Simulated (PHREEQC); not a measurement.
Make-up at 5 °C: 0.2 mol ZnSO4, 0.0087 mol Na2SO4 and 0.0091 mol NiCl2 per kg of water. Closed to the air; pH follows from the charge balance.

Computed with PHREEQC (ion-association model, wateq4f.dat).

This is a speciation only: nothing precipitates in the calculation.

Question: Order these Ni species by the share of Ni that they hold, largest first: NiSO4, Ni(SO4)2-2, Ni+2, NiCl+.

Answer: Ni+2 (60 %), NiSO4 (39 %), NiCl+ (0.71 %), Ni(SO4)2-2 (0.14 %)

The pH is 5.60 and the ionic strength 0.419 mol/kgw. Complexes and solids missing from the database can't appear. In wateq4f.dat the enthalpy of Ni(OH)2 has the wrong sign, so its saturation index can't be trusted away from 25 °C. At this temperature some constants are extrapolated from 25 °C, and those without enthalpy data are left unchanged.
